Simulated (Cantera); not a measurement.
Input (Python, Cantera):

```python
import numpy as np
import cantera as ct

gas = ct.Solution("gri30.yaml")
gas.TPX = 1748, 13, {'CH4': 1, 'H2': 23}
inlet = ct.Reservoir(gas, clone=True)

reactor = ct.IdealGasConstPressureReactor(gas, energy="off", clone=False)
exhaust = ct.Reservoir(gas, clone=True)
tau = [5, 2.6, 1.3, 0.68, 0.35, 0.18, 0.093, 0.048, 0.025, 0.013, 0.0066][0]
for a, b in ((inlet, reactor), (reactor, exhaust)):
    ct.MassFlowController(a, b, mdot=lambda t: reactor.mass / tau)
net = ct.ReactorNet([reactor])
show = ['CH4', 'H2', 'CH2', 'C2H2', 'C2H4', 'C2H', 'H']

rows = []
print(f"{'tau/s':>10s}{'T/K':>9s}" + "".join(f"{s:>11s}" for s in show))
for tau in [5, 2.6, 1.3, 0.68, 0.35, 0.18, 0.093, 0.048, 0.025, 0.013, 0.0066]:
    net.initial_time = 0.0
    net.advance(30 * tau)
    before = gas.X
    net.advance(40 * tau)
    drift = np.max(np.abs(gas.X - before) / (gas.X + 1e-9))
    rows.append([gas.T, *gas[show].X, drift])
    print(f"{tau:10.3e}{gas.T:9.1f}" + "".join(f"{x:11.3e}" for x in gas[show].X))
```

It prints:

```
     tau/s      T/K        CH4         H2        CH2       C2H2       C2H4        C2H          H
 5.000e+00   1748.0  3.704e-02  9.592e-01  9.295e-07  1.676e-03  9.742e-05  1.386e-08  1.138e-03
 2.600e+00   1748.0  4.020e-02  9.581e-01  3.896e-07  3.548e-04  5.852e-05  1.765e-09  6.837e-04
 1.300e+00   1748.0  4.123e-02  9.581e-01  1.075e-07  3.810e-05  1.933e-05  9.528e-11  3.438e-04
 6.800e-01   1748.0  4.149e-02  9.582e-01  2.999e-08  3.614e-06  4.735e-06  4.685e-12  1.782e-04
 3.500e-01   1748.0  4.158e-02  9.582e-01  8.017e-09  2.788e-07  8.683e-07  1.853e-13  9.138e-05
 1.800e-01   1748.0  4.162e-02  9.583e-01  2.122e-09  1.998e-08  1.365e-07  6.821e-15  4.693e-05
 9.300e-02   1748.0  4.164e-02  9.583e-01  5.612e-10  1.421e-09  2.011e-08  2.504e-16  2.423e-05
 4.800e-02   1748.0  4.166e-02  9.583e-01  1.460e-10  9.947e-11  2.831e-09  9.036e-18  1.249e-05
 2.500e-02   1748.0  4.166e-02  9.583e-01  3.788e-11  7.138e-12  3.977e-10  3.369e-19  6.490e-06
 1.300e-02   1748.0  4.166e-02  9.583e-01  9.520e-12  4.988e-13  5.398e-11  1.219e-20  3.361e-06
 6.600e-03   1748.0  4.167e-02  9.583e-01  2.200e-12  3.044e-14  6.524e-12  3.754e-22  1.695e-06
```

Model: GRI-Mech 3.0 (53 species, 325 reactions), integrated in Cantera. GRI-Mech 3.0 stops at C3 and has no aromatics, soot or wall deposition, so with more carbon than oxygen in the feed, carbon stays in small species such as C2H2 where larger ones or solid carbon would form. Radical loss at walls, strong at low pressure, is not modelled.
